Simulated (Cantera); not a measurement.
# Thermodynamics of tantalum, niobium, vanadium and zirconium in process gases, feed V + N2O + H2

Feed: 1 mol V, 18 mol N2O, 4 mol H2, equilibrated at 13.3 mbar.

Method: chemical equilibrium by Gibbs-energy minimisation in Cantera with the NASA 1993 tables (ideal gas, pure condensed phases). Candidate condensed phases: H2O, V, VN, VO, V2O3, V2O4, V2O5; 28 gas species. Condensed phases not in the tables: the oxides between V2O3 and V2O5 other than VO2. Gases not in the tables: V4O10. Rates play no part.

From 975 K to 1175 K the condensed part is V2O5(l). From 1275 K to 1775 K the condensed part is V2O4(s). From 1875 K to 1975 K the condensed part is V2O4(l). From 2075 K to 2175 K nothing is condensed.

| T (K) | x N2 | x O2 | x H2O | x VO2 | x OH | x NO | x O | n V2O5(l) | n V2O4(s) | n V2O4(l) |
|---|---|---|---|---|---|---|---|---|---|---|
| 975 | 0.649 | 0.207 | 0.144 | <1e-12 | 2.45e-7 | 2.13e-5 | 2.84e-10 | 0.500 | 0 | 0 |
| 1075 | 0.649 | 0.207 | 0.144 | 2.69e-12 | 1.58e-6 | 6.07e-5 | 5.17e-9 | 0.500 | 0 | 0 |
| 1175 | 0.649 | 0.207 | 0.144 | 2.85e-10 | 7.45e-6 | 0.000145 | 5.76e-8 | 0.500 | 0 | 0 |
| 1275 | 0.643 | 0.214 | 0.143 | 1.20e-8 | 2.76e-5 | 0.000306 | 4.48e-7 | 0 | 0.500 | 0 |
| 1375 | 0.643 | 0.214 | 0.143 | 2.68e-7 | 8.43e-5 | 0.000573 | 2.55e-6 | 0 | 0.500 | 0 |
| 1475 | 0.642 | 0.214 | 0.143 | 3.86e-6 | 0.000221 | 0.000984 | 1.15e-5 | 0 | 0.500 | 0 |
| 1575 | 0.642 | 0.213 | 0.143 | 3.90e-5 | 0.000514 | 0.00158 | 4.28e-5 | 0 | 0.499 | 0 |
| 1675 | 0.641 | 0.213 | 0.142 | 0.000296 | 0.00108 | 0.00239 | 0.000136 | 0 | 0.496 | 0 |
| 1775 | 0.639 | 0.211 | 0.141 | 0.00176 | 0.00207 | 0.00345 | 0.000381 | 0 | 0.475 | 0 |
| 1875 | 0.635 | 0.209 | 0.139 | 0.00764 | 0.00370 | 0.00475 | 0.000952 | 0 | 0 | 0.392 |
| 1975 | 0.621 | 0.203 | 0.135 | 0.0260 | 0.00613 | 0.00623 | 0.00215 | 0 | 0 | 0.125 |
| 2075 | 0.613 | 0.198 | 0.131 | 0.0343 | 0.00966 | 0.00800 | 0.00449 | 0 | 0 | 0 |
| 2175 | 0.609 | 0.193 | 0.126 | 0.0341 | 0.0145 | 0.0101 | 0.00877 | 0 | 0 | 0 |
x: gas mole fraction; n: condensed amount in mol.
